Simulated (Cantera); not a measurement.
Charge: 1 mol Ti(NMe2)4, 0.53 mol N2, 8.2 mol H2, held at 590 Pa.

Equilibrium computed with Cantera from the NASA thermochemical tables; the gas is ideal and each condensed phase is pure. Candidate condensed phases: C, C6H6, C7H8, C8H18, Ti, TiC, TiN; 93 gas species. The feed counts by its element totals alone. TiC: taken at fixed stoichiometry. Rates play no part. All values below are at 1625 °C.

Base state: H2 0.878, N2 0.109, H 0.00953, HCN 0.00299, C2H2 (acetylene) 0.000330, HNC 0.000140 (mole fractions); condensed: C(graphite) + TiC(s).

What changes in the equilibrium state with this change: Ti(NMe2)4 replaced by Ti(OiPr)4?


| species | before | after |
|---|---|---|
| H2 | 0.878 | 0.821 |
| CO | 0 | 0.149 |
| N2 | 0.109 | 0.0191 |
| HNC | 0.000140 | 5.65e-5 |
| HCN | 0.00299 | 0.00121 |
| C2H2 (acetylene) | 0.000330 | 0.000309 |
| C(graphite), mol | 6.91 | 6.95 |
| TiC(s), mol | 1.00 | 1.00 |
Further candidate phases: H2O, TiO, TiO2, Ti2O3, Ti3O5, Ti4O7.
